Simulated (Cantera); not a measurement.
An isothermal, constant-pressure homogeneous reactor starts with C3H8 : H2 = 1 : 7.4 (molar parts), at 1150 K and 3800 Pa. Integrator tolerance rtol = 1e-08.

Cantera simulation using GRI-Mech 3.0 (53 species, 325 reactions); the numbers are that mechanism's predictions, not measurements. GRI-Mech 3.0 was tuned for natural gas; its chemistry of propane as a main component is partial and can be far from experiment. GRI-Mech 3.0 stops at C3 and has no aromatics, soot or wall deposition, so with more carbon than oxygen in the feed, carbon stays in small species such as C2H2 where larger ones or solid carbon would form. Radical loss at walls, strong at low pressure, is not modelled.

Problem. What does this change do: H2 7.4 to 2.1 parts?

Solution. 
| quantity | before | after |
|---|---|---|
| x(C3H8) at 3.00 s | 1.27e-6 (gas-phase equilibrium 5.59e-8) | 4.98e-6 (gas-phase equilibrium 3.75e-7) |
| x(H2) at 3.00 s | 0.790 (gas-phase equilibrium 0.680) | 0.535 (gas-phase equilibrium 0.434) |
| x(CH4) at 3.00 s | 0.106 (gas-phase equilibrium 0.296) | 0.225 (gas-phase equilibrium 0.414) |
| x(CH3) at 3.00 s | 5.66e-6 (gas-phase equilibrium 2.59e-6) | 8.94e-6 (gas-phase equilibrium 4.53e-6) |
| x(C2H2) at 3.00 s | 0.0147 (gas-phase equilibrium 0.0140) | 0.0312 (gas-phase equilibrium 0.105) |
| x(C2H4) at 3.00 s | 0.0891 (gas-phase equilibrium 0.00982) | 0.208 (gas-phase equilibrium 0.0472) |
| x(H) at 3.00 s | 2.25e-6 (gas-phase equilibrium 3.18e-7) | 1.14e-6 (gas-phase equilibrium 2.54e-7) |
